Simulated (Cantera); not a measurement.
A closed system holds: 1 mol Ca(OH)2, 0.22 mol C, 0.18 mol O2, equilibrated at 1.13 Torr.

These are equilibrium values from Cantera (NASA tables, ideal gas, pure condensed phases), not measurements of a reactor. Candidate condensed phases: C, C6H6, C7H8, C8H18, Ca, CaCO3, CaO, Ca(OH)2, H2O; 115 gas species. Kinetics and transport are ignored. All values below are at 2100 K.

Base state: H2O 0.686, CO2 0.116, H2 0.0659, CO 0.0549, OH 0.0256, O2 0.0254, H 0.0207, O 0.00572 (mole fractions); condensed: CaO(s).

Task: What changes in the equilibrium state with this change: O2 from 0.18 to 1.3 mol?

Result: 
```tsv
species	before	after
O2	0.0254	0.442
H2O	0.686	0.386
CO2	0.116	0.0827
H2	0.0659	0.00890
CO	0.0549	0.00941
O	0.00572	0.0239
H	0.0207	0.00759
OH	0.0256	0.0392
Ca(OH)2	0.000147	8.26e-5
Ca	3.30e-5	7.91e-6
CaOH	8.80e-5	3.23e-5
CaO(s), mol	1.000	1.000
```
